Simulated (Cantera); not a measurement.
A closed system holds: 1 mol Cu2O, 0.8 mol CO, at 18.0 mbar.

Equilibrium computed with Cantera from the NASA thermochemical tables; the gas is ideal and each condensed phase is pure. Candidate condensed phases: C, Cu, CuO, Cu2O; 15 gas species. Each liquid is taken as pure. Mutual solubility and eutectic melting of coexisting phases are not modelled. Equilibrium is a limit: real reactors are often held back by kinetics, nucleation or transport.

### Question
Which condensed phases are stable at each of these points (T (°C)): 1052, 1077, 1102, 1127, 1152, 1177, 1202, 1227, 1252, 1277, 1302?

### Answer
```tsv
T (°C)	condensed phases	Cu condensed (%)
1052	Cu(s) + Cu2O(s)	100.0
1077	Cu(s) + Cu2O(s)	100.0
1102	Cu(l) + Cu2O(s)	100.0
1127	Cu(l) + Cu2O(s)	100.0
1152	Cu(l) + Cu2O(s)	100.0
1177	Cu(l) + Cu2O(s)	100.0
1202	Cu(l) + Cu2O(s)	100.0
1227	Cu(l) + Cu2O(s)	100.0
1252	Cu(l) + Cu2O(l)	100.0
1277	Cu(l) + Cu2O(l)	100.0
1302	Cu(l) + Cu2O(l)	99.9
```

From 1052 °C to 1077 °C the condensed part is Cu(s) + Cu2O(s). From 1102 °C to 1227 °C the condensed part is Cu(l) + Cu2O(s). From 1252 °C to 1302 °C the condensed part is Cu(l) + Cu2O(l).
